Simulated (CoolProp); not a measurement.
Hexamethyldisiloxane (MM) along the isotherm 620 K: fugacity coefficient from the reference equation and from simpler models built on Tc = 518.7 K, pc = 1.931 MPa, ω = 0.418; each cubic takes its own stable root.

Computed with CoolProp (reference Helmholtz-energy equation of state, Thol 2016).

```tsv
p (MPa)	phase	reference	van der Waals	Redlich-Kwong	Soave-Redlich-Kwong
0.0611	gas	0.9941	0.9940	0.9936	0.9947
0.103	gas	0.9901	0.9898	0.9893	0.9911
0.174	gas	0.9834	0.9829	0.9820	0.9849
0.294	gas	0.9720	0.9711	0.9697	0.9747
0.495	gas	0.9531	0.9515	0.9492	0.9577
0.836	gas	0.9218	0.9184	0.9152	0.9294
1.41	gas	0.8712	0.8633	0.8596	0.8834
2.38	supercritical	0.7925	0.7712	0.7706	0.8107
4.02	supercritical	0.6803	0.6275	0.6395	0.7057
6.78	supercritical	0.5546	0.5052	0.5105	0.5940
11.4	supercritical	0.4756	0.4562	0.4364	0.5265
19.3	supercritical	0.4745	0.5058	0.4312	0.5352
```
